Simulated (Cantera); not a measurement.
An adiabatic, constant-pressure homogeneous reactor starts with CO : H2 : CH4 : O2 : N2 : H2O = 1 : 0.034 : 0.95 : 1.05 : 3.95 : 0.16 (molar parts), at 1250 K and 7500 Torr.

Detailed kinetics in Cantera: GRI-Mech 3.0 (53 species, 325 reactions).

### Question
Predict: time of steepest temperature rise; temperature at 0.200 s; equilibrium temperature; x(CO) at 0.200 s; x(H2) at 0.200 s; x(CH4) at 0.200 s; x(O2) at 0.200 s; x(CH2O) at 0.200 s; x(N2O) at 0.200 s.

### Answer
- time of steepest temperature rise = 5.97 ms
- temperature at 0.200 s = 2292 K
- equilibrium temperature = 2292 K
- x(CO) at 0.200 s = 0.208 (gas-phase equilibrium 0.208)
- x(H2) at 0.200 s = 0.133 (gas-phase equilibrium 0.133)
- x(CH4) at 0.200 s = 3.19e-9 (gas-phase equilibrium 3.54e-9)
- x(O2) at 0.200 s = 3.65e-7 (gas-phase equilibrium 3.65e-7)
- x(CH2O) at 0.200 s = 1.11e-7 (gas-phase equilibrium 1.11e-7)
- x(N2O) at 0.200 s = 2.24e-9 (gas-phase equilibrium 2.24e-9)
